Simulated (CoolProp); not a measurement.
Vapour-liquid equilibrium of m-xylene (1) + o-xylene (2) at 0.0818 MPa; x and y are mole fractions of (1).

The numbers come from the multi-fluid Helmholtz-energy mixture model, Zhou 2012 and Zhou 2012; pair parameters Bell 2016 in CoolProp.

Problem. Give the bubble temperature and the first vapour's composition at x = 0.35, 0.8, 0.95. Is there an azeotrope?

Solution. x = 0.35: 134.6 °C, y = 0.383; x = 0.8: 132.2 °C, y = 0.821; x = 0.95: 131.5 °C, y = 0.956. No azeotrope shows between x = 0.05 and 0.95.

The pair parameters rest on a limited set of measurements; away from them the model extrapolates.
